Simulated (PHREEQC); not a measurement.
A solution holds 94 mmol/kgw H2SO4 and 3.1 mmol/kgw CuSO4, at 60 °C. Closed to the air; pH follows from the charge balance.

Equilibrium calculation in PHREEQC: ion-association model, phreeqc.dat.

```json
[
 {"quantity": "pH", "before": "1.08", "after": "1.36"},
 {"quantity": "ionic strength (mol/kgw)", "before": "0.120", "after": "0.0678"},
 {"quantity": "HSO4- (mol/kgw)", "before": "0.0859", "after": "0.0412"},
 {"quantity": "SO4-2 (mol/kgw)", "before": "0.0105", "after": "0.00812"}
]
```

Task: Name the change that produced these shifts.
A. temperature from 60 to 20 °C
B. temperature from 60 to 40 °C
C. CuSO4 left out
D. H2SO4 from 0.094 to 0.047 mol/kgw
E. CuSO4 replaced by NaHSO4 at the same molality

Result: D, H2SO4 from 0.094 to 0.047 mol/kgw

No solid was allowed to form. Away from 25 °C the constants follow the database's enthalpies or fits; those with neither stay at their 25 °C values.
